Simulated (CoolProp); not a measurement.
A Linde-Hampson liquefier for oxygen: isothermal reversible compression at 290 K from 1 atm to 5 MPa, throttling to 1 atm, return gas leaving the recuperator 5 K below the feed. Each further row changes one setting.

Values from CoolProp's reference Helmholtz-energy equation of state, Schmidt 1985.

| case | liquid yield per pass | compression work (kJ/kg of gas) |
|---|---|---|
| as stated | 0.021 | 291 |
| high pressure 10 MPa | 0.052 | 341 |
| warm-end temperature 320 K | 0.014 | 323 |
| warm-end gap 10 K | 0.009 | 291 |

Above 300 K oxygen's equation is extrapolated.
